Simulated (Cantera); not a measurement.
Input: 1 mol PbCl2, 2.1 mol HCl, 54 mol H2, at 0.100 bar.

Method: chemical equilibrium by Gibbs-energy minimisation in Cantera with the NASA 1993 tables (ideal gas, pure condensed phases). Candidate condensed phases: Pb, PbCl2; 10 gas species. Kinetics and transport are ignored.

x: gas mole fraction; n: condensed amount in mol.

```csv
T (K),x H2,x HCl,x Pb,x PbCl,x PbCl2,n Pb(l)
1175,0.927,0.0586,0.00435,0.00836,0.00212,0.145
1275,0.922,0.0608,0.00816,0.00812,0.00102,0
1375,0.919,0.0638,0.0107,0.00616,0.000430,0
1475,0.917,0.0659,(withheld),(withheld),(withheld),0
1575,0.915,0.0673,0.0139,(withheld),(withheld),0
1675,0.914,0.0682,0.0148,0.00234,4.14e-5,0
1775,0.913,0.0688,0.0155,0.00173,2.13e-5,0
1875,0.912,0.0691,0.0159,0.00130,1.15e-5,0
```

Some entries are withheld; supply them.


- 1475, x Pb: 0.0126
- 1475, x PbCl: 0.00448
- 1475, x PbCl2: 0.000187
- 1575, x PbCl: 0.00322
- 1575, x PbCl2: 8.54e-5
